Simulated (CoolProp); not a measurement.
Vapour-liquid equilibrium of propane (1) + neopentane (2) at 0.844 MPa; x and y are mole fractions of (1).

Values from CoolProp's multi-fluid Helmholtz-energy mixture model, Lemmon 2009 and Lemmon 2006; pair parameters Bell 2016.

| x | bubble temperature (°C) | y at the bubble point | dew temperature at overall composition x (°C) | liquid density (mol/L) |
|---|---|---|---|---|
| 0.05 | 82.9 | 0.101 | 84.6 | 7.195 |
| 0.15 | … | 0.281 | 81.2 | 7.558 |
| 0.25 | 70.1 | 0.440 | 77.7 | 7.941 |
| 0.35 | 63.5 | 0.580 | 73.8 | 8.349 |
| 0.45 | 56.6 | 0.703 | 69.7 | 8.784 |
| 0.55 | 49.3 | … | 65.1 | 9.246 |
| 0.65 | 41.9 | 0.883 | 59.8 | 9.727 |
| 0.75 | 34.7 | 0.939 | 53.4 | … |
| 0.85 | 28.2 | 0.974 | 45.3 | 10.69 |
| 0.95 | … | 0.994 | 32.8 | 11.13 |

Problem. Some entries are withheld; supply them.

Solution. 
- 0.15, bubble temperature (°C): 76.5
- 0.55, y at the bubble point: 0.804
- 0.75, liquid density (mol/L): 10.22
- 0.95, bubble temperature (°C): 22.6

No azeotrope shows between x = 0.05 and 0.95.

Pair parameters are fitted to limited data, so mixtures are less certain than the pure fluids.
